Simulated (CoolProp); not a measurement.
A single-stage vapour-compression cycle with R22: evaporating at 250.15 K (dew point), condensing at 276.15 K (bubble point), superheat 8 K, subcooling 8 K, compressor efficiency 0.8, no pressure losses. Each further row changes one setting.

Model: reference Helmholtz-energy equation of state, Kamei 1995, in CoolProp.

```tsv
case	cooling COP	pressure ratio	discharge temperature (K)	refrigerating effect (kJ/kg)	volumetric capacity (kJ/m³)
as stated	[?]	2.51	308.3	207	1920
evaporating temperature 255.15 K	[?]	[?]	303.0	209	2330
condensing temperature 271.15 K	9.05	[?]	299.2	213	1980
subcooling 13 K	7.38	2.51	308.3	213	1980
superheat 18 K	[?]	2.51	319.1	213	1890
compressor efficiency 0.7	6.28	2.51	313.9	207	1920
```

Task: Some entries are withheld; supply them.

Result: 
- as stated, cooling COP: 7.18
- evaporating temperature 255.15 K, cooling COP: 9.22
- evaporating temperature 255.15 K, pressure ratio: 2.07
- condensing temperature 271.15 K, pressure ratio: 2.14
- superheat 18 K, cooling COP: 7.08
